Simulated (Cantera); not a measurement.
Input (Python, Cantera) and output of one run.

```python
import numpy as np
import cantera as ct

gas_names = """
    C CN C2 CCN CNC C2N2 C3 C4 C4N2 C5 N N2 Si SiC SiC2 SiN Si2 Si2C Si2N Si3
""".split()
cond_names = """
    C(gr) Si(cr) Si(L) SiC(b) Si3N4(a)
""".split()


def load(file, names, dense=False):
    # The tables refer to 1 bar. Condensed volumes are neglected.
    table = {s.name: s for s in ct.Species.list_from_file(file)}
    out = []
    for n in names:
        d = dict(table[n].input_data)
        d["thermo"] = dict(d["thermo"], **{"reference-pressure": 1e5})
        if dense:
            d["equation-of-state"] = {"model": "constant-volume", "density": "1e6 g/cm^3"}
        out.append(ct.Species.from_dict(d))
    return out


gas = ct.Solution(thermo="ideal-gas", species=load("nasa_gas.yaml", gas_names))
cond = {s.name: ct.Solution(thermo="fixed-stoichiometry", species=[s], name=s.name)
        for s in load("nasa_condensed.yaml", cond_names, dense=True)}
atoms = {
    'Si3N4': {'Si': 3, 'N': 4},
    'C': {'C': 1},
    'N2': {'N': 2},
}
top_T = {'C(gr)': 4500, 'SiC(b)': 3050, 'Si3N4(a)': 2400}  # K; cautious upper limits of use, not melting points


def equilibrate(T, P, feed):
    n = {}
    for name, mol in feed.items():
        for a, k in atoms[name].items():
            n[a] = n.get(a, 0.0) + k * mol
    gas.TPX = T, P, n
    mass = sum(n.values()) * gas.mean_molecular_weight
    gas.equilibrate("TP")
    valid = [c for c in cond.values() if c.min_temp <= T <= top_T.get(c.name, c.max_temp)]
    mix = ct.Mixture([(gas, mass / gas.mean_molecular_weight)] + [(c, 0.0) for c in valid])
    mix.T, mix.P = T, P
    mix.equilibrate("TP", solver="vcs", rtol=1e-11, max_steps=5000)
    return mix


results = []
feed = {'Si3N4': 1, 'C': 0.41, 'N2': 0.026}  # mol
P = 1.2  # Pa
for T in [1975, 2000, 2025, 2050, 2075, 2100, 2125, 2150, 2175, 2200, 2225]:
    mix = equilibrate(T, P, feed)
    results.append((T, P, feed, dict(zip(mix.species_names, mix.species_moles))))
    x = sorted(zip(gas.X, gas.species_names), reverse=True)
    print(f"T = {T:g} K  P = {P:g} Pa  gas = {mix.phase_moles(0):.4g} mol")
    print("   x: " + "  ".join(f"{s} {v:.3e}" for v, s in x if v > 1e-05))
    print("   condensed (mol): " + ("  ".join(f"{mix.phase(i).name} {mix.phase_moles(i):.4g}"
          for i in range(1, mix.n_phases) if mix.phase_moles(i) > 1e-12) or "none"))
```

Result:

```
T = 1975 K  P = 1.2 Pa  gas = 4.621 mol
   x: Si 5.455e-01  N2 4.382e-01  Si2C 1.344e-02  SiC2 1.220e-03  Si2 1.077e-03  SiN 3.460e-04  Si2N 9.419e-05  Si3 4.736e-05  CN 1.912e-05
   condensed (mol): SiC(b) 0.3365
T = 2000 K  P = 1.2 Pa  gas = 4.639 mol
   x: Si 5.442e-01  N2 4.365e-01  Si2C 1.492e-02  SiC2 3.011e-03  Si2 8.462e-04  SiN 3.243e-04  Si2N 6.387e-05  CN 3.937e-05  Si3 2.721e-05
   condensed (mol): SiC(b) 0.3127
T = 2025 K  P = 1.2 Pa  gas = 4.68 mol
   x: Si 5.425e-01  N2 4.327e-01  Si2C 1.650e-02  SiC2 7.272e-03  Si2 6.673e-04  SiN 3.034e-04  CN 7.950e-05  Si2N 4.353e-05  Si3 1.580e-05
   condensed (mol): SiC(b) 0.2643
T = 2050 K  P = 1.2 Pa  gas = 4.778 mol
   x: Si 5.398e-01  N2 4.238e-01  Si2C 1.818e-02  SiC2 1.721e-02  Si2 5.275e-04  SiN 2.821e-04  CN 1.571e-04  Si2N 2.966e-05  SiC 1.169e-05
   condensed (mol): SiC(b) 0.1578
T = 2075 K  P = 1.2 Pa  gas = 4.936 mol
   x: Si 5.397e-01  N2 4.102e-01  SiC2 3.127e-02  Si2C 1.780e-02  Si2 4.232e-04  CN 2.681e-04  SiN 2.624e-04  Si2N 2.046e-05  SiC 1.803e-05  C3 1.368e-05  C 1.204e-05
   condensed (mol): C(gr) 0.0117
T = 2100 K  P = 1.2 Pa  gas = 4.956 mol
   x: Si 5.425e-01  N2 4.084e-01  SiC2 3.425e-02  Si2C 1.375e-02  CN 3.571e-04  Si2 3.449e-04  SiN 2.492e-04  C3 2.332e-05  SiC 2.156e-05  C 1.953e-05  Si2N 1.460e-05
   condensed (mol): none
T = 2125 K  P = 1.2 Pa  gas = 4.973 mol
   x: Si 5.458e-01  N2 4.070e-01  SiC2 3.568e-02  Si2C 1.045e-02  CN 4.613e-04  Si2 2.830e-04  SiN 2.372e-04  C3 3.647e-05  C 3.058e-05  SiC 2.509e-05  Si2N 1.052e-05
   condensed (mol): none
T = 2150 K  P = 1.2 Pa  gas = 4.987 mol
   x: Si 5.483e-01  N2 4.059e-01  SiC2 3.672e-02  Si2C 7.928e-03  CN 5.896e-04  Si2 2.327e-04  SiN 2.259e-04  C3 5.562e-05  C 4.713e-05  SiC 2.891e-05
   condensed (mol): none
T = 2175 K  P = 1.2 Pa  gas = 4.997 mol
   x: Si 5.502e-01  N2 4.050e-01  SiC2 3.745e-02  Si2C 6.021e-03  CN 7.467e-04  SiN 2.152e-04  Si2 1.919e-04  C3 8.305e-05  C 7.167e-05  SiC 3.304e-05
   condensed (mol): none
T = 2200 K  P = 1.2 Pa  gas = 5.005 mol
   x: Si 5.517e-01  N2 4.042e-01  SiC2 3.793e-02  Si2C 4.581e-03  CN 9.380e-04  SiN 2.051e-04  Si2 1.586e-04  C3 1.218e-04  C 1.076e-04  SiC 3.752e-05  C2 1.257e-05
   condensed (mol): none
T = 2225 K  P = 1.2 Pa  gas = 5.012 mol
   x: Si 5.529e-01  N2 4.035e-01  SiC2 3.818e-02  Si2C 3.494e-03  CN 1.169e-03  SiN 1.957e-04  C3 1.757e-04  C 1.598e-04  Si2 1.316e-04  SiC 4.234e-05  C2 1.905e-05
   condensed (mol): none
```

Equilibrium computed with Cantera from the NASA thermochemical tables; the gas is ideal and each condensed phase is pure. The tables' values for SiN are old estimates; treat these amounts as uncertain.
